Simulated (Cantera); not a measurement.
A perfectly stirred reactor is fed with C₂H₄ : H₂ = 1 : 34 (molar parts), at 0.132 atm; it is held at 1650 K, and followed from long to short residence time.

Model: GRI-Mech 3.0 (53 species, 325 reactions), integrated in Cantera. GRI-Mech 3.0 was tuned for natural gas; its chemistry of ethylene as a main component is partial and can be far from experiment. GRI-Mech 3.0 stops at C3 and has no aromatics, soot or wall deposition, so with more carbon than oxygen in the feed, carbon stays in small species such as C2H2 where larger ones or solid carbon would form.

x: mole fraction; the columns are a selection and need not sum to one.

```tsv
τ (s)	x C₂H₄	x H₂	x H	x C₂H₂	x C₂H₆
2.7	0.000276	0.971	0.000244	0.0268	5.82e-8
1.0	0.000328	0.972	0.000232	0.0271	6.03e-8
0.38	0.000479	0.972	[?]	0.0271	8.11e-8
0.14	0.00104	0.972	[?]	0.0267	1.50e-7
0.052	0.00308	0.972	[?]	0.0247	3.33e-7
0.019	0.00850	0.972	[?]	0.0195	6.57e-7
0.0071	0.0168	0.972	[?]	0.0115	8.96e-7
0.0026	0.0240	0.972	[?]	0.00448	6.47e-7
0.00097	0.0271	0.971	[?]	0.00147	2.27e-7
0.00036	0.0280	0.971	[?]	0.000508	6.03e-8
```

### Question
Complete the blanks.

### Answer

- 0.38, x H: 0.000200
- 0.14, x H: 0.000143
- 0.052, x H: 8.85e-5
- 0.019, x H: 5.60e-5
- 0.0071, x H: 3.66e-5
- 0.0026, x H: 1.83e-5
- 0.00097, x H: 6.28e-6
- 0.00036, x H: 2.12e-6
